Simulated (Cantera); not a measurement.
## Nitride etching: BN + O2 + N2

Input: 1 mol BN, 0.13 mol O2, 17 mol N2, at 1075 K and 0.100 bar.

These are equilibrium values from Cantera (NASA tables, ideal gas, pure condensed phases), not measurements of a reactor. Candidate condensed phases: B, BN, B2O3; 17 gas species. Mutual solubility and eutectic melting of coexisting phases are not modelled. The numbers say what is thermodynamically allowed, not how fast it happens.

- x(N2): 1.00
- n(BN(s)): 0.827 mol
- n(B2O3(l)): 0.0867 mol
- gas amount: 17.09 mol
- log10 activity of B(s) (absent): -7.08
